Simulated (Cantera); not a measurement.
Feed: 1 mol B, 0.13 mol O2, equilibrated at 2148.15 K and 23.0 Pa.

Equilibrium computed with Cantera from the NASA thermochemical tables; the gas is ideal and each condensed phase is pure. Candidate condensed phases: B, B2O3; 10 gas species. Kinetics and transport are ignored.

Base state: BO 0.846, B2O2 0.130, B2O 0.0176, B 0.00574, B2O3 0.000469 (mole fractions); condensed: B(s).

Problem. What changes in the equilibrium state with this change: 0.03 mol H2O added?

Solution. 
| species | before | after |
|---|---|---|
| BO | 0.846 | 0.728 |
| B2O2 | 0.130 | 0.0963 |
| H | 0 | 0.0605 |
| H2 | 0 | 0.0484 |
| HBO | 0 | 0.0458 |
| B2O | 0.0176 | 0.0152 |
| BH2 | 0 | 4.99e-5 |
| BH | 0 | 2.64e-5 |
| HBO2 | 0 | 2.17e-5 |
| B2O3 | 0.000469 | 0.000299 |
| B(s), mol | 0.735 | 0.704 |
The tables' values for BH2 are old estimates; treat these amounts as uncertain. Further candidate phases: B3O3H3, H2O.

Problem. What changes in the equilibrium state with this change: B replaced by BF3?

Solution. 
```csv
species,before,after
BF3,0,0.582
F,0,0.252
BOF,0,0.126
BO,0.846,1.29e-6
B2O2,0.130,<1e-9
O2,<1e-9,0.0202
B2O,0.0176,<1e-9
O,3.40e-8,0.0181
B,0.00574,<1e-9
BF2,0,0.000993
B2O3,0.000469,<1e-9
BOF2,0,0.000142
"B(s), mol",0.735,0
```
The tables' values for BF2 are old estimates; treat these amounts as uncertain.
